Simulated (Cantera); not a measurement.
Input (Python, Cantera):

```python
import numpy as np
import cantera as ct

surf = ct.Interface("ptcombust.yaml", "Pt_surf")
gas = surf.adjacent["gas"]
gas.TPX = 300, 2500, {'H2': 0.015, 'O2': 0.1, 'N2': 0.79}
jet = ct.ImpingingJet(gas=gas, width=0.054, surface=surf)
jet.inlet.mdot, jet.inlet.T, jet.inlet.X = 0.13, 300, {'H2': 0.015, 'O2': 0.1, 'N2': 0.79}
jet.set_refine_criteria(ratio=10, slope=0.2, curve=0.3)
show, cover = ['H2', 'O2', 'H2O', 'OH'], ["PT(S)", "H(S)", "O(S)", "OH(S)", "CO(S)", "C(S)"]

rows = []
print(f"{'Ts/K':>7s}" + "".join(f"{s:>11s}" for s in show + cover) + "   (gas at the wall, coverages)")
for i, Ts in enumerate([500, 550, 600, 650, 700, 750, 800, 850]):
    jet.surface.T = Ts
    if i == 0:
        surf.TP = Ts, 2500
        surf.coverages = "PT(S):0.5, O(S):0.5"
        surf.advance_coverages(1.0)
        jet.set_initial_guess(products="inlet")
    jet.solve(loglevel=0, auto=(i == 0))
    rows.append([*(jet.X[gas.species_index(s), -1] for s in show), *surf[cover].coverages])
    print(f"{Ts:7g}" + "".join(f"{x:11.3e}" for x in rows[-1]))
```

It prints:

```
   Ts/K         H2         O2        H2O         OH      PT(S)       H(S)       O(S)      OH(S)      CO(S)       C(S)   (gas at the wall, coverages)
    500  4.646e-03  9.756e-02  2.367e-02  1.818e-15  6.980e-02  7.685e-10  9.220e-01  8.166e-03  2.554e-17  1.314e-27
    550  4.627e-03  9.759e-02  2.351e-02  6.930e-14  7.379e-02  7.879e-10  9.215e-01  4.662e-03  3.459e-16 -3.627e-29
    600  4.611e-03  9.762e-02  2.336e-02  1.427e-12  7.762e-02  1.027e-09  9.195e-01  2.903e-03 -1.776e-20  1.824e-33
    650  4.573e-03  9.762e-02  2.327e-02  1.826e-11  8.190e-02  1.576e-09  9.162e-01  1.940e-03 -2.056e-19  2.958e-27
    700  4.384e-03  9.746e-02  2.349e-02  1.592e-10  9.026e-02  2.746e-09  9.083e-01  1.408e-03  5.214e-24 -2.423e-28
    750  3.812e-03  9.689e-02  2.444e-02  9.921e-10  1.127e-01  5.862e-09  8.862e-01  1.145e-03  6.458e-17  4.920e-30
    800  3.038e-03  9.610e-02  2.578e-02  4.562e-09  1.553e-01  1.446e-08  8.437e-01  1.008e-03  9.784e-17  4.453e-27
    850  2.388e-03  9.546e-02  2.688e-02  1.729e-08  2.132e-01  3.471e-08  7.859e-01  9.003e-04  2.100e-19  4.860e-25
```

Detailed kinetics in Cantera: Deutschmann's 1995 Pt surface mechanism with GRI-Mech 3.0 gas chemistry. Catalytic surfaces can have several steady states; this one follows from the mechanism file's or the stated starting coverage.
